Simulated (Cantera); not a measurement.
Charge: 1 mol BF3, 3 mol O2, equilibrated at 1.00 bar.

These are equilibrium values from Cantera (NASA tables, ideal gas, pure condensed phases), not measurements of a reactor. Candidate condensed phases: B, B2O3; 21 gas species. The tables' values for BF2 are old estimates; treat these amounts as uncertain. Kinetics and transport are ignored.

Problem. At 2000 °C, list the 6 most abundant gas species with their mole fractions, and the condensed phases.

Solution. O2 0.738, BF3 0.242, F 0.0108, BOF 0.00521, O 0.00364, BOF2 0.000412. Condensed: gas only.
